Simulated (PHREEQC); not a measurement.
0.2 mol of Gypsum (CaSO4:2H2O) is brought to equilibrium with 1 kg of water holding 0.0083 mol/kgw KCl, at 25 °C under several pressures of CO2. Oxygen is held at 0.21 atm. Solids allowed: Gypsum, Calcite, Sylvite. Others were left out.

The numbers come from PHREEQC with the ion-association model, phreeqc.dat.

Predict CO2 (mol/kgw) at log pCO2 (atm) = -4.5, -2.5, -1.5, -0.5.


```tsv
log pCO2 (atm)	CO2 (mol/kgw)
-4.5	1.06e-6
-2.5	0.000106
-1.5	0.00106
-0.5	0.0106
```

Species that the database lacks are ignored.
